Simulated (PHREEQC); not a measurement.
Solution A (0.0016 mol/kgw ZnCl2, 0.00084 mol/kgw H3BO3 and 5.4e-05 mol/kgw NiCl2) is mixed with solution B (0.034 mol HF, 0.00057 mol H2SiF6 and 0.04 mol H3PO4 per kg of water) at 25 °C; shares are by mass of water, 1 kg in all. Oxygen alone is held at its pressure in air (log pO2 = -0.68). CO2 from the air is kept out. Only these solids could form: Zn(OH)2-e, Zn5(OH)8Cl2, Zn3(PO4)2:4w, Ni(OH)2, Ni3(PO4)2, SiO2(a), ZnF2, Willemite.

The numbers come from PHREEQC with the ion-association model, wateq4f.dat.

```csv
share of solution B,pH,SiF6-2 (mol/kgw),H3BO3 (mol/kgw),HF (mol/kgw),H3PO4 (mol/kgw)
0,5.86,0,0.000840,0,0
0.1,2.48,3.84e-5,0.000547,0.00220,0.00122
0.2,2.26,0.000111,0.000179,0.00421,0.00336
0.3,2.15,0.000171,3.60e-5,0.00699,0.00582
0.4,2.07,0.000228,8.90e-6,0.0101,0.00846
0.5,2.01,0.000285,2.93e-6,0.0133,0.0112
0.6,1.96,0.000342,1.14e-6,0.0164,0.0141
0.7,1.92,0.000399,4.74e-7,0.0194,0.0171
0.8,1.89,0.000456,1.94e-7,0.0224,0.0201
0.9,1.86,0.000513,6.38e-8,0.0253,0.0231
1,1.83,0.000570,0,0.0281,0.0263
```

wateq4f.dat counts part of the HF as a dimer, H2F2, which phreeqc.dat doesn't know; its constant is uncertain. H3PO4, which wateq4f.dat lacks, is added to it with the constant of phreeqc.dat. SiF6-2 is the database's only silicon fluoride. Real BF4- forms and hydrolyses slowly; the run takes it at equilibrium. The database has no phosphate complexes of Zn, Ni.
